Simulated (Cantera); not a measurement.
An isothermal, constant-pressure homogeneous reactor starts with 38.8 % H2, 61.2 % O2, equivalence ratio 0.32, at 950 K and 2500 Pa.

Computed with Cantera and the H2/O2 subset of GRI-Mech 3.0, which has no nitrogen chemistry. Radical loss at walls, strong at low pressure, is not modelled. The temperature is held fixed by assumption; the heat of reaction is taken as removed at once.

One state of this run: x H2 = 7.34e-9; x O2 = 0.518; x HO2 = 2.98e-9; x O = 1.53e-8; x H = 2.60e-11; x H2O2 = 5.65e-9. x: mole fraction; the columns are a selection and need not sum to one.

Question: Which value of t (s) does it belong to?
(A) 0.591
(B) 1.41
(C) 8.00
(D) 0.00769

Answer: C, 8.00
